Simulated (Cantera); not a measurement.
Input: 1 mol Fe2O3, 0.7 mol SO3, 0.04 mol O2, held at 1000 K and 1000 Pa.

Cantera equilibrium calculation (NASA polynomials, part measured and part estimated; ideal gas, pure solids and liquids). Candidate condensed phases: Fe, FeO, FeS, FeSO4, FeS2, Fe2O3, Fe2(SO4)3, Fe3O4, S; 12 gas species. The numbers say what is thermodynamically allowed, not how fast it happens.

Base state: SO2 0.599, O2 0.338, SO3 0.0629 (mole fractions); condensed: Fe2O3(s).

Task: What changes in the equilibrium state with this change: temperature from 1000 K to 1775 K?

Result: 
```
species        before     after
-------------  ------  --------
SO2             0.599     0.556
O2              0.338     0.442
O               <1e-9  0.000637
SO3            0.0629  0.000425
SO              <1e-9  0.000125
Fe2O3(s), mol    1.00         0
Fe3O4(s), mol       0     0.667
```
